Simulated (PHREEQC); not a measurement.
Consider water at 25 °C with 0.033 mol LiBr, 6.5e-05 mol FeCl2 and 0.00043 mol H4SiO4 per kg of water. Closed to the air; pH follows from the charge balance.

All values are PHREEQC results (ion-association model, wateq4f.dat), not measurements.

Each row changes one thing in this solution. This is a speciation only: nothing precipitates in the calculation.

```json
[
 {"case": "as made", "pH": "6.53", "FeOH+ (mol/kgw)": "4.35e-8", "FeCl+ (mol/kgw)": "6.14e-9"},
 {"case": "LiBr left out", "pH": "…", "FeOH+ (mol/kgw)": "6.43e-8", "FeCl+ (mol/kgw)": "1.09e-8"},
 {"case": "H4SiO4 from 0.00043 to 0.000387 mol/kgw", "pH": "…", "FeOH+ (mol/kgw)": "4.53e-8", "FeCl+ (mol/kgw)": "6.14e-9"},
 {"case": "LiBr from 0.033 to 0.0165 mol/kgw", "pH": "6.53", "FeOH+ (mol/kgw)": "4.83e-8", "FeCl+ (mol/kgw)": "7.14e-9"},
 {"case": "diluted 2-fold with water", "pH": "…", "FeOH+ (mol/kgw)": "3.24e-8", "FeCl+ (mol/kgw)": "1.79e-9"},
 {"case": "LiBr from 0.033 to 0.0297 mol/kgw", "pH": "6.53", "FeOH+ (mol/kgw)": "4.43e-8", "FeCl+ (mol/kgw)": "6.30e-9"},
 {"case": "H4SiO4 left out", "pH": "…", "FeOH+ (mol/kgw)": "8.76e-8", "FeCl+ (mol/kgw)": "6.14e-9"}
]
```

Problem. What belongs in the gaps?

Solution. 
- LiBr left out, pH: 6.52
- H4SiO4 from 0.00043 to 0.000387 mol/kgw, pH: 6.55
- diluted 2-fold with water, pH: 6.65
- H4SiO4 left out, pH: 6.83

Some of these states are supersaturated (in Quartz (slow to form), Chalcedony (slow to form), for instance).
